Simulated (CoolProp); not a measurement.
A closed Brayton cycle with nitrogen: compressor inlet 321.15 K and 1.5 MPa, high pressure 2.98 MPa, turbine inlet 875 K, compressor efficiency 0.89, turbine efficiency 0.9, recuperator effectiveness 0 (on enthalpy, no pinch check). Each further row changes one setting.

Model: reference Helmholtz-energy equation of state, Span 2000, in CoolProp.

```tsv
case	thermal efficiency (%)	net work (kJ/kg)	compressor to turbine work	compressor exit (K)	turbine exit (K)
as stated	?	66.4	0.55	399.7	744.4
turbine inlet 825 K	12.5	57.9	0.59	399.7	700.7
compressor inlet 331.15 K	?	?	0.57	412.0	744.4
high pressure 2.53 MPa	10.1	54.5	0.53	379.5	773.7
recuperator effectiveness 0.5	19.8	66.4	0.55	399.7	744.4
```

### Question
What belongs in the gaps?

### Answer

- as stated, thermal efficiency (%): 12.8
- compressor inlet 331.15 K, thermal efficiency (%): 12.6
- compressor inlet 331.15 K, net work (kJ/kg): 63.8
